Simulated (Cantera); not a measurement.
A Cantera script and what it prints.

```python
import numpy as np
import cantera as ct

gas_names = """
    C CH CH2 CH3 CH2OH CH3O CH4 CH3OH CO CO2 COOH C2 C2H CHCO,ketyl C2H2,acetylene C2H2,vinylidene
    CH2CO,ketene C2H3,vinyl CH3CO,acetyl C2H4 C2H4O,ethylen CH3CHO,ethanal CH3COOH (HCOOH)2 C2H5 C2H6
    CH3OCH3 C2H5OH C2O C3 C3H3,propargyl C3H4,allene C3H4,propyne C3H4,cyclo- C3H5,allyl C3H6,propylene
    C3H6,cyclo- C3H6O C3H7,n-propyl C3H7,i-propyl C3H8 C3H8O,1propanol C3H8O,2propanol C3O2 C4 C4H2
    C4H4,1,3-cyclo- C4H6,butadiene C4H6,2-butyne C4H6,cyclo- C4H8,1-butene C4H8,cis2-buten
    C4H8,tr2-butene C4H8,isobutene C4H8,cyclo- (CH3COOH)2 C4H9,n-butyl C4H9,i-butyl C4H9,s-butyl
    C4H9,t-butyl C4H10,isobutane C4H10,n-butane C5 C5H6,1,3cyclo- C5H8,cyclo- C5H10,1-pentene
    C5H10,cyclo- C5H11,pentyl C5H11,t-pentyl C5H12,n-pentane C5H12,i-pentane CH3C(CH3)2CH3 C6H2
    C6H5,phenyl C6H5O,phenoxy C6H6 C6H5OH,phenol C6H10,cyclo- C6H12,1-hexene C6H12,cyclo- C6H13,n-hexyl
    C7H7,benzyl C7H8 C7H8O,cresol C7H14,1-heptene C7H15,n-heptyl C7H16,n-heptane C8H8,styrene
    C8H10,ethylbenz C8H16,1-octene C8H17,n-octyl C8H18,isooctane C8H18,n-octane C9H19,n-nonyl
    C10H8,naphthale C10H21,n-decyl C12H9,o-bipheny C12H10,bipheny H HCO HO2 H2 HCHO,formaldehy HCOOH H2O
    H2O2 O OH O2 O3 Si SiC SiC2 SiC4H12 SiH SiH2 SiH3 SiH4 SiO SiO2 Si2 Si2C Si3
""".split()
cond_names = """
    C(gr) C6H6(L) C7H8(L) C8H18(L),n-octa H2O(s) H2O(L) Si(cr) Si(L) SiC(b) SiO2(Lqz) SiO2(hqz) SiO2(L)
""".split()


def load(file, names, dense=False):
    # The tables refer to 1 bar. Condensed volumes are neglected.
    table = {s.name: s for s in ct.Species.list_from_file(file)}
    out = []
    for n in names:
        d = dict(table[n].input_data)
        d["thermo"] = dict(d["thermo"], **{"reference-pressure": 1e5})
        if dense:
            d["equation-of-state"] = {"model": "constant-volume", "density": "1e6 g/cm^3"}
        out.append(ct.Species.from_dict(d))
    return out


gas = ct.Solution(thermo="ideal-gas", species=load("nasa_gas.yaml", gas_names))
cond = {s.name: ct.Solution(thermo="fixed-stoichiometry", species=[s], name=s.name)
        for s in load("nasa_condensed.yaml", cond_names, dense=True)}
atoms = {
    'SiC': {'Si': 1, 'C': 1},
    'CO2': {'C': 1, 'O': 2},
    'H2': {'H': 2},
    'O2': {'O': 2},
}
top_T = {'C(gr)': 4500, 'SiC(b)': 3050}  # K; cautious upper limits of use, not melting points


def equilibrate(T, P, feed):
    n = {}
    for name, mol in feed.items():
        for a, k in atoms[name].items():
            n[a] = n.get(a, 0.0) + k * mol
    gas.TPX = T, P, n
    mass = sum(n.values()) * gas.mean_molecular_weight
    gas.equilibrate("TP")
    valid = [c for c in cond.values() if c.min_temp <= T <= top_T.get(c.name, c.max_temp)]
    mix = ct.Mixture([(gas, mass / gas.mean_molecular_weight)] + [(c, 0.0) for c in valid])
    mix.T, mix.P = T, P
    mix.equilibrate("TP", solver="vcs", rtol=1e-11, max_steps=5000)
    return mix


results = []
feed = {'SiC': 1, 'CO2': 0.039, 'H2': 240, 'O2': 0.019}  # mol
T = 2150  # K
P = 110  # Pa
mix = equilibrate(T, P, feed)
results.append((T, P, feed, dict(zip(mix.species_names, mix.species_moles))))
print(gas.report(threshold=1e-05))
for i in range(1, mix.n_phases):
    print(f"{mix.phase(i).name:16s} {mix.phase_moles(i):12.5e} mol")
```

It prints:

```
       temperature   2150 K
          pressure   110 Pa
           density   1.2633e-05 kg/m^3
  mean mol. weight   2.0529 kg/kmol
   phase of matter   gas

                          1 kg             1 kmol
                     ---------------   ---------------
          enthalpy        4.0863e+07        8.3888e+07  J
   internal energy        3.2155e+07        6.6012e+07  J
           entropy        1.2039e+05        2.4715e+05  J/K
    Gibbs function       -2.1797e+08       -4.4748e+08  J
 heat capacity c_p             16108             33069  J/K
 heat capacity c_v             12058             24755  J/K

                      mass frac. Y      mole frac. X     chem. pot. / RT
                     ---------------   ---------------   ---------------
                CO         0.0061583        0.00045136           -48.651
    C2H2,acetylene          0.019328         0.0015239            -32.61
                 H          0.058412           0.11896            -13.33
                H2           0.85945           0.87518           -26.659
                Si          0.048264         0.0035279           -10.351
              SiC2         0.0063664        0.00025082           -16.301
               SiH        0.00075836        5.3513e-05            -23.68
              Si2C         0.0010296        3.1001e-05           -23.677
     [ +115 minor]        0.00023415        1.5701e-05

C(gr)             0.00000e+00 mol
Si(L)             0.00000e+00 mol
SiC(b)            0.00000e+00 mol
SiO2(L)           0.00000e+00 mol
```

These are equilibrium values from Cantera (NASA tables, ideal gas, pure condensed phases), not measurements of a reactor.
